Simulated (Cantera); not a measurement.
## Pyrogenic steam for wet oxidation

An isothermal, constant-pressure homogeneous reactor starts with H₂ : O₂ : N₂ = 0.17 : 1 : 2.8 (molar parts), at 1273 K and 0.280 bar.

Computed with Cantera and the H2/O2 subset of GRI-Mech 3.0, which has no nitrogen chemistry. The temperature is held fixed by assumption; the heat of reaction is taken as removed at once.

```
t (s)         x H₂   x O₂      x OH    x H₂O₂     x H₂O       x H
--------  --------  -----  --------  --------  --------  --------
2.00e-6     0.0428  0.252  2.10e-10    <1e-12  4.56e-11   1.34e-9
8.13e-6     0.0428  0.252   2.29e-9  3.38e-12   2.13e-9   5.30e-9
3.30e-5     0.0428  0.252   5.26e-8  5.83e-11   1.41e-7   8.50e-8
0.000134    0.0386  0.249  0.000897   2.14e-7   0.00299   0.00146
0.000546  0.000637  0.232   0.00168   9.11e-7    0.0413   0.00156
0.00222    4.67e-5  0.235  0.000436   3.28e-7    0.0435   2.88e-5
0.00902    3.19e-6  0.235  0.000121   6.67e-8    0.0437   6.01e-7
0.0366     3.62e-7  0.236   4.36e-5   1.32e-8    0.0437   2.76e-8
0.149      6.26e-8  0.236   1.87e-5   2.93e-9    0.0437   2.19e-9
0.605      1.54e-8  0.236   9.38e-6  8.15e-10    0.0438  2.82e-10
2.46       9.20e-9  0.236   7.19e-6  5.03e-10    0.0438  1.31e-10
10.0       9.13e-9  0.236   7.16e-6  4.99e-10    0.0438  1.30e-10
```
x: mole fraction; the columns are a selection and need not sum to one.

Equilibrium at this temperature and pressure: H₂ 9.13e-9, O₂ 0.236, OH 7.16e-6, H₂O₂ 4.99e-10, H₂O 0.0438, H 1.30e-10 (gas phase only).
